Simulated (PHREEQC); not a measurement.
Make-up at 69 °C: 0.074 mol NH4Cl, 0.14 mol NH3 and 1.6 mol KCl per kg of water. Closed to the air; pH follows from the charge balance.

The numbers come from PHREEQC with the ion-association model, phreeqc.dat.

No solid was allowed to form.

### Question
Estimate the pH.

### Answer
pH 8.86.

### Question
In which forms is N present?

### Answer
NH3 65 %, NH4+ 35 % of the N.

Ionic strength above about 0.7 mol/kgw puts this run outside the model's range. Complexes and solids missing from the database can't appear. At this temperature some constants are extrapolated from 25 °C, and those without enthalpy data are left unchanged.
